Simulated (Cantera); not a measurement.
Cantera with NASA thermochemical tables; ideal gases at 1 bar, condensed phases pure. Values are per mole of reaction as written; species without (g) are pure solids or liquids, kept so even where they would boil at 1 bar.

1.143 Ti + O₂(g) = 0.2857 Ti₄O₇, with ΔH° = -972.7 kJ and ΔS° = -183.5 J/K at 300 K.

Question: How far is the shortcut ΔG° ≈ ΔH°(300 K) − T·ΔS°(300 K) from the full temperature-dependent value at 1098, 1173, 1248, 1323, 1398, 1473, 1548 K?

Answer: 
| T (K) | shortcut (kJ) | full (kJ) | difference (kJ) | difference in log10 K | condensed phases |
|---|---|---|---|---|---|
| 1098 | -771.3 | -777.2 | 5.9 | -0.28 | Ti(α), Ti₄O₇(s) |
| 1173 | -757.5 | -764.4 | 6.9 | -0.31 | Ti(β), Ti₄O₇(s) |
| 1248 | -743.8 | -751.4 | 7.7 | -0.32 | Ti(β), Ti₄O₇(s) |
| 1323 | -730.0 | -738.6 | 8.5 | -0.34 | Ti(β), Ti₄O₇(s) |
| 1398 | -716.3 | -725.7 | 9.5 | -0.35 | Ti(β), Ti₄O₇(s) |
| 1473 | -702.5 | -713.0 | 10.5 | -0.37 | Ti(β), Ti₄O₇(s) |
| 1548 | -688.7 | -700.3 | 11.5 | -0.39 | Ti(β), Ti₄O₇(s) |
The shortcut ignores heat capacities and the phase changes listed.
